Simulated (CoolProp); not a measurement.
Sulfur hexafluoride along the isobar 21.2 MPa: fugacity coefficient from the reference equation and from simpler models built on Tc = 318.7 K, pc = 3.755 MPa, ω = 0.210; each cubic takes its own stable root.

Model: reference Helmholtz-energy equation of state, Guder 2009, in CoolProp.

| T (K) | phase | reference | van der Waals | Soave-Redlich-Kwong | Peng-Robinson |
|---|---|---|---|---|---|
| 261.6 | liquid | 0.07937 | 0.1844 | 0.08351 | 0.07457 |
| 279.1 | liquid | 0.1187 | 0.2227 | 0.1251 | 0.1117 |
| 296.5 | liquid | 0.1659 | 0.2623 | 0.1753 | 0.1566 |
| 314 | liquid | 0.2204 | 0.3029 | 0.2332 | 0.2087 |
| 331.4 | supercritical | 0.2797 | 0.3436 | 0.2962 | 0.2656 |
| 348.9 | supercritical | 0.3426 | 0.3843 | 0.3629 | 0.3261 |
| 366.4 | supercritical | 0.4067 | 0.4245 | 0.4307 | 0.3879 |
| 383.8 | supercritical | 0.4699 | 0.4635 | 0.4972 | 0.4488 |
